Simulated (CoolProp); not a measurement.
C3F8 (R218) at several states: Z from the reference equation and from simpler models built on Tc = 345.0 K, pc = 2.640 MPa, ω = 0.317; each cubic takes its own stable root.

The numbers come from the reference Helmholtz-energy equation of state, Lemmon 2006 in CoolProp. It is a short technical equation, of lower accuracy than the large ones.

| T (K) | p (MPa) | phase | reference |
|---|---|---|---|
| 171.1 | 9.09 | liquid | 0.6438 |
| 414.2 | 0.0105 | gas | 0.9993 |
| 391.3 | 3.93 | supercritical | 0.6108 |
| 178.6 | 0.0134 | liquid | 0.0009313 |
| 232.2 | 0.0431 | gas | 0.9767 |

### Question
How far does each simpler model (van der Waals, Redlich-Kwong, Soave-Redlich-Kwong) lie from the reference over these 5 states: mean and median of the absolute difference, and the worst?

### Answer
- van der Waals: mean 21324.0 %, median 14.2 %, worst +106546.6 % at 178.6 K and 0.0134 MPa
- Redlich-Kwong: mean 5.0 %, median 6.7 %, worst +9.4 % at 178.6 K and 0.0134 MPa
- Soave-Redlich-Kwong: mean 3.4 %, median 4.6 %, worst +6.2 % at 178.6 K and 0.0134 MPa

At some of these states van der Waals gives the other phase, because its saturation line lies elsewhere.
